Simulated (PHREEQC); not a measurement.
## Brine (model solution)

A solution holds 170 mmol/kgw Na2CO3, 8.6 mmol/kgw K2SO4 and 86 mmol/kgw KBr, at 25 °C. Closed to the air; pH follows from the charge balance.

Model: Pitzer model, pitzer.dat, run in PHREEQC.

This is a speciation only: nothing precipitates in the calculation.

Problem. Estimate the pH, specific conductance, density.

Solution. pH 11.40; specific conductance 34000 µS/cm; density 1.024 g/cm³.

Problem. In which forms is C present?

Solution. CO3-2 98 %, HCO3- 2.2 % of the C.
